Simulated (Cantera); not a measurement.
**Premixed flame**

A freely propagating, adiabatic, planar premixed flame of 14.6 % CH₄, 24.4 % O₂, 61.0 % N₂, unburnt at 650 K and 1.01 bar; mixture-averaged transport, grid criteria slope 0.08 and curve 0.16, no radiation.

Detailed kinetics in Cantera: GRI-Mech 3.0 (53 species, 325 reactions). Burning velocities carry a grid error of a few per cent, more on coarse grids.

| z (mm) | T (K) | u (m/s) | x CH₄ | x O₂ | x H₂O₂ | x H | x CO | x H₂O |
|---|---|---|---|---|---|---|---|---|
| -0.680 | 650 | 2.32 | 0.146 | 0.244 | <1e-8 | <1e-8 | 2.17e-6 | 2.83e-5 |
| -0.453 | 652 | 2.33 | 0.145 | 0.243 | 1.03e-7 | <1e-8 | 3.15e-5 | 0.000306 |
| -0.340 | 658 | 2.37 | 0.144 | 0.241 | 5.48e-7 | 1.68e-7 | 0.000179 | 0.00138 |
| -0.227 | 723 | 2.63 | 0.137 | 0.235 | 3.73e-6 | 1.19e-5 | 0.00197 | 0.00986 |
| -0.113 | 1195 | 4.47 | 0.0966 | 0.191 | 1.17e-5 | 0.000455 | 0.0222 | 0.0646 |
| -0.0567 | 1667 | 6.36 | 0.0519 | 0.136 | 6.93e-6 | 0.00219 | 0.0513 | 0.121 |
| 0 | 2084 | 8.08 | 0.0143 | 0.0755 | 3.67e-6 | 0.00697 | 0.0823 | 0.173 |
| 0.0567 | 2288 | 8.92 | 0.00186 | 0.0376 | 8.20e-7 | 0.0126 | 0.0932 | 0.201 |
| 0.113 | 2346 | 9.14 | 0.000147 | 0.0211 | 2.55e-7 | 0.0161 | 0.0888 | 0.211 |
| 0.227 | 2378 | 9.21 | 7.18e-7 | 0.0126 | 1.82e-7 | 0.0180 | 0.0786 | 0.213 |
| 0.453 | 2413 | 9.31 | <1e-8 | 0.0102 | 1.66e-7 | 0.0172 | 0.0730 | 0.213 |
| 0.906 | 2461 | 9.46 | <1e-8 | 0.00885 | 1.56e-7 | 0.0149 | 0.0716 | 0.217 |
| 1.81 | 2520 | 9.65 | <1e-8 | 0.00721 | 1.48e-7 | 0.0121 | 0.0707 | 0.222 |
x: mole fraction of selected species; z is measured from the peak of heat release.

```
Property                    Result
------------------------  --------
laminar burning velocity  231 cm/s
thermal thickness         0.227 mm
peak x(H₂O₂)               1.18e-5
peak x(H)                   0.0180
peak x(CO)                  0.0932
grid points                    151
```
